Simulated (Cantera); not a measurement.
A diamond (100) surface in a fixed gas of H2 with x(CH4) = 0.0022, x(H) = 0.00026, x(CH3) = 0.00025, at 948 K; coverages are run to steady state.

Model: the Harris–Goodwin 1993 mechanism for the reconstructed diamond (100) surface, integrated in Cantera.

One state of this run: growth (µm/h) = 3.31; θ c6HH = 0.396; θ c6H* = 0.00817; θ c6*H = 0.195; θ c6** = 0.00271; θ c6HM = 0.306. θ: site fractions in the mechanism's names (c6HH fully hydrogenated, c6H* and c6*H radical sites, c6** diradical, c6HM methylated).

Problem. Which value of P (Pa) does it belong to?
A) 820
B) 480
C) 6900
D) 1400

Solution. C, 6900
